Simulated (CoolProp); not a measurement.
Values from CoolProp's reference Helmholtz-energy equation of state, Bücker 2006.

Task: For ethane, give the phase and the cv (kJ/(kg K)), speed of sound (m/s), viscosity (µPa s), Prandtl number at 410.2 K and 25.1 MPa; 376.6 K and 0.978 MPa; 584.4 K and 0.0214 MPa.

Result: 
- 410.2 K and 25.1 MPa: supercritical; cv 2.08, speed of sound 499, viscosity 35.5, Prandtl number 1.57
- 376.6 K and 0.978 MPa: gas; cv 1.81, speed of sound 338, viscosity 11.8, Prandtl number 0.770
- 584.4 K and 0.0214 MPa: gas; cv 2.63, speed of sound 423, viscosity 16.8, Prandtl number 0.695

Viscosity comes from a separate model (Friend 1991). Thermal conductivity comes from a separate model (Friend 1991).
